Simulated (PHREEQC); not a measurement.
A solution holds 0.083 mol Cu(NO3)2, 0.011 mol HCl and 0.079 mol H3BO3 per kg of water, at 60 °C. Closed to the air; pH follows from the charge balance.

Equilibrium calculation in PHREEQC: ion-association model, phreeqc.dat.

Precipitation was switched off in this run.

Q: Order these Cl species by the share of Cl that they hold, largest first: CuCl2, Cl-, CuCl+.

A: Cl- (78 %), CuCl+ (22 %), CuCl2 (0.13 %)

The pH is 2.07 and the ionic strength 0.255 mol/kgw. Away from 25 °C the constants follow the database's enthalpies or fits; those with neither stay at their 25 °C values.
